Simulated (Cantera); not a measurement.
An isothermal, constant-pressure homogeneous reactor starts with 1.77 % H₂, 98.2 % O₂, equivalence ratio 0.0090, at 1250 K and 0.0120 bar.

Model: GRI-Mech 3.0 (53 species, 325 reactions), integrated in Cantera. Radical loss at walls, strong at low pressure, is not modelled.

x: mole fraction; the columns are a selection and need not sum to one.

| t (s) | x H₂ | x O₂ | x H | x H₂O | x HO₂ |
|---|---|---|---|---|---|
| 0.000500 | 0.0177 | 0.982 | 8.02e-9 | 2.74e-8 | ___ |
| 0.00107 | 0.0177 | 0.982 | 5.36e-8 | 3.09e-7 | ___ |
| 0.00227 | 0.0177 | 0.982 | 2.67e-6 | 1.76e-5 | ___ |
| 0.00484 | 0.00469 | 0.971 | 0.00168 | 0.0105 | ___ |
| 0.0103 | 0.000127 | 0.967 | 0.00112 | 0.0162 | 1.11e-6 |
| 0.0220 | 0.000114 | 0.968 | 0.000994 | 0.0163 | 1.08e-6 |
| 0.0469 | 9.93e-5 | 0.970 | 0.000796 | 0.0165 | 1.02e-6 |
| 0.100 | 7.52e-5 | 0.973 | 0.000517 | 0.0168 | ___ |
| 0.213 | 4.54e-5 | 0.977 | 0.000239 | 0.0171 | ___ |
| 0.454 | 2.04e-5 | 0.980 | 7.12e-5 | 0.0174 | ___ |
| 0.969 | 7.01e-6 | 0.981 | 1.42e-5 | 0.0176 | ___ |
| 2.06 | 2.04e-6 | 0.982 | 2.23e-6 | 0.0177 | ___ |
| 4.40 | 5.70e-7 | 0.982 | 3.30e-7 | 0.0178 | ___ |
| 9.38 | 1.68e-7 | 0.982 | 5.29e-8 | 0.0178 | ___ |
| 20.0 | 5.45e-8 | 0.982 | 9.83e-9 | 0.0178 | ___ |

Task: What belongs in the gaps?

Result: 
- 0.000500, x HO₂: 1.78e-8
- 0.00107, x HO₂: 3.85e-8
- 0.00227, x HO₂: 1.11e-7
- 0.00484, x HO₂: 1.64e-6
- 0.100, x HO₂: 8.99e-7
- 0.213, x HO₂: 7.10e-7
- 0.454, x HO₂: 4.69e-7
- 0.969, x HO₂: 2.49e-7
- 2.06, x HO₂: 1.08e-7
- 4.40, x HO₂: 4.12e-8
- 9.38, x HO₂: 1.61e-8
- 20.0, x HO₂: 8.36e-9
